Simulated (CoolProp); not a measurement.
Vapour-liquid equilibrium of carbon dioxide (1) + sulfur dioxide (2) at -45.45 °C; x and y are mole fractions of (1).

Values from CoolProp's multi-fluid Helmholtz-energy mixture model, Span 1996 and Gao 2016; pair parameters Bell 2016.

| x | bubble pressure (MPa) | y at the bubble point | dew pressure at overall composition x (MPa) | liquid density (mol/L) |
|---|---|---|---|---|
| 0.05 | 0.06938 | 0.784 | 0.01629 | 24.35 |
| 0.15 | 0.1739 | 0.920 | 0.01819 | 24.60 |
| 0.25 | 0.2710 | 0.953 | 0.02059 | 24.84 |
| 0.35 | 0.3588 | 0.968 | 0.02371 | 25.07 |
| 0.45 | 0.4369 | 0.976 | 0.02795 | 25.28 |
| 0.55 | 0.5070 | 0.982 | 0.03403 | 25.48 |
| 0.65 | 0.5717 | 0.986 | 0.04349 | 25.64 |
| 0.75 | 0.6348 | 0.990 | 0.06023 | 25.77 |
| 0.85 | 0.7008 | 0.994 | 0.09786 | 25.85 |
| 0.95 | 0.7751 | 0.998 | 0.2585 | 25.87 |

No azeotrope shows between x = 0.05 and 0.95.

The pair parameters rest on a limited set of measurements; away from them the model extrapolates.
